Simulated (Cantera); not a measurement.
Feed: 1 mol CsCl, 0.47 mol H2O, 2.2 mol H2, held at 1175 °C and 92.0 Pa.

These are equilibrium values from Cantera (NASA tables, ideal gas, pure condensed phases), not measurements of a reactor. Candidate condensed phases: Cs, CsCl, CsOH, H2O; 22 gas species. Kinetics and transport are ignored.

Base state: H2 0.597, CsCl 0.269, H2O 0.128, HCl 0.00276, Cs 0.00239, CsOH 0.000374, H 0.000235, Cs2Cl2 7.54e-5 (mole fractions); condensed: gas only.

Problem. What changes in the equilibrium state with this change: pressure from 92.0 Pa to 0.120 Pa?

Solution. 
| species | before | after |
|---|---|---|
| H2 | 0.597 | 0.584 |
| CsCl | 0.269 | 0.257 |
| H2O | 0.128 | 0.127 |
| Cs | 0.00239 | 0.0131 |
| HCl | 0.00276 | 0.0131 |
| Cs2Cl2 | 7.54e-5 | 8.94e-8 |
| Cl | 8.87e-7 | 0.000118 |

Problem. What changes in the equilibrium state with this change: pressure from 92.0 Pa to 0.170 bar?

Solution. 
```
species    before     after
-------  --------  --------
H2          0.597     0.606
CsCl        0.269     0.250
H2O         0.128     0.129
Cs2Cl2    7.54e-5    0.0121
H        0.000235   1.74e-5
Cs        0.00239  0.000381
HCl       0.00276   0.00119
CsOH     0.000374  0.000813
```
